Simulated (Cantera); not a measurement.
Mixture: CO : H2 : O2 : N2 = 1 : 0.034 : 0.808 : 3.47 (molar parts), equivalence ratio 0.64, at 12.0 bar, adiabatic and at constant volume. Ignition delay is the time to a rise of 400 K.

Model: GRI-Mech 3.0 (53 species, 325 reactions), integrated in Cantera. The hydrogen kinetics of GRI-Mech 3.0 are dated; newer H2 mechanisms differ, most at raised pressure. The pressure lies above the range GRI-Mech 3.0 was tuned for (to about 10 atm). Where the delays flatten at high temperature, the 400 K rule measures the pace of heat release, not the induction time.

**Question.** What does this change do: CO 1 to 0.47 parts?

**Answer.** 
| quantity | before | after |
|---|---|---|
| delay at 1300 K | 32.6 µs | 52.5 µs |
| delay at 1350 K | 21.5 µs | 34.3 µs |
| delay at 1400 K | 15.8 µs | 25.1 µs |
| delay at 1450 K | 12.4 µs | 19.8 µs |
| delay at 1500 K | 10.3 µs | 16.4 µs |
| delay at 1550 K | 8.87 µs | 14.1 µs |
| delay at 1600 K | 7.85 µs | 12.5 µs |

**Question.** What does this change do: pressure from 12.0 bar to 2.90 bar?

**Answer.** 
```csv
quantity,before,after
delay at 1300 K,32.6 µs,65.9 µs
delay at 1350 K,21.5 µs,55.3 µs
delay at 1400 K,15.8 µs,48.2 µs
delay at 1450 K,12.4 µs,43.3 µs
delay at 1500 K,10.3 µs,39.7 µs
delay at 1550 K,8.87 µs,37.1 µs
delay at 1600 K,7.85 µs,35.1 µs
```
